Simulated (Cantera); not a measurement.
Input (Python, Cantera):

```python
import numpy as np
import cantera as ct

gas = ct.Solution("gri30.yaml")
gas.TPX = 2000, 66000, {'NO': 1, 'N2': 0.32}
inlet = ct.Reservoir(gas, clone=True)

reactor = ct.IdealGasConstPressureReactor(gas, energy="off", clone=False)
exhaust = ct.Reservoir(gas, clone=True)
tau = [5.5, 1.6, 0.45, 0.13, 0.037, 0.011, 0.003, 0.00087, 0.00025][0]
for a, b in ((inlet, reactor), (reactor, exhaust)):
    ct.MassFlowController(a, b, mdot=lambda t: reactor.mass / tau)
net = ct.ReactorNet([reactor])
show = ['NO', 'O', 'O2', 'N2', 'N2O']

rows = []
print(f"{'tau/s':>10s}{'T/K':>9s}" + "".join(f"{s:>11s}" for s in show))
for tau in [5.5, 1.6, 0.45, 0.13, 0.037, 0.011, 0.003, 0.00087, 0.00025]:
    net.initial_time = 0.0
    net.advance(30 * tau)
    before = gas.X
    net.advance(40 * tau)
    drift = np.max(np.abs(gas.X - before) / (gas.X + 1e-9))
    rows.append([gas.T, *gas[show].X, drift])
    print(f"{tau:10.3e}{gas.T:9.1f}" + "".join(f"{x:11.3e}" for x in gas[show].X))
```

Output:

```
     tau/s      T/K         NO          O         O2         N2        N2O
 5.500e+00   2000.0  1.304e-01  4.661e-04  3.131e-01  5.558e-01  7.062e-06
 1.600e+00   2000.0  2.715e-01  4.138e-04  2.424e-01  4.852e-01  3.021e-05
 4.500e-01   2000.0  4.770e-01  3.222e-04  1.396e-01  3.824e-01  9.590e-05
 1.300e-01   2000.0  6.421e-01  2.218e-04  5.713e-02  2.999e-01  1.801e-04
 3.700e-02   2000.0  7.208e-01  1.508e-04  1.793e-02  2.605e-01  2.309e-04
 1.100e-02   2000.0  7.464e-01  1.169e-04  5.229e-03  2.478e-01  2.420e-04
 3.000e-03   2000.0  7.545e-01  9.743e-05  1.234e-03  2.438e-01  2.189e-04
 8.700e-04   2000.0  7.566e-01  7.469e-05  2.271e-04  2.427e-01  1.571e-04
 2.500e-04   2000.0  7.573e-01  3.986e-05  2.012e-05  2.425e-01  7.824e-05
```

Model: GRI-Mech 3.0 (53 species, 325 reactions), integrated in Cantera.
